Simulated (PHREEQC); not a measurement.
Consider water at 25 °C with 0.007 mol/kgw HBr and 0.0016 mol/kgw NiCl2. Closed to the air; pH follows from the charge balance.

All values are PHREEQC results (ion-association model, wateq4f.dat), not measurements.

```
Item                      Result
----------------  --------------
pH                          2.20
ionic strength    0.0117 mol/kgw
total alkalinity    -7.00 meq/kg
```

```json
[
 {"species": "H+", "molality": "0.00700", "activity": "0.00636", "log γ": "-0.042"},
 {"species": "Br-", "molality": "0.00698", "activity": "0.00625", "log γ": "-0.048"},
 {"species": "Cl-", "molality": "0.00319", "activity": "0.00285", "log γ": "-0.049"},
 {"species": "Ni+2", "molality": "0.00157", "activity": "0.00101", "log γ": "-0.192"},
 {"species": "NiBr+", "molality": "2.22e-5", "activity": "1.99e-5", "log γ": "-0.048"},
 {"species": "NiCl+", "molality": "8.07e-6", "activity": "7.22e-6", "log γ": "-0.048"},
 {"species": "NiCl2", "molality": "7.46e-8", "activity": "7.48e-8", "log γ": "0.001"}
]
```

No solid was allowed to form.
